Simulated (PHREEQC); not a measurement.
Make-up at 20 °C: 0.0015 mol Pb(NO3)2, 0.26 mol NaNO3 and 0.013 mol Zn(NO3)2 per kg of water. Closed to the air; pH follows from the charge balance.

Equilibrium calculation in PHREEQC: ion-association model, phreeqc.dat.

| quantity | before | after |
|---|---|---|
| pH | 5.57 | 6.26 |
| ZnOH+ (mol/kgw) | 1.27e-6 | 1.47e-7 |
| Zn(OH)2 (mol/kgw) | 5.43e-9 | 4.22e-9 |

Problem. Which change was made?
(A) Pb(NO3)2 from 0.0015 to 0.00135 mol/kgw
(B) diluted 100-fold with water
(C) Zn(NO3)2 from 0.013 to 0.0195 mol/kgw
(D) temperature from 20 to 40 °C
(E) Pb(NO3)2 left out

Solution. B, diluted 100-fold with water

No solid was allowed to form.
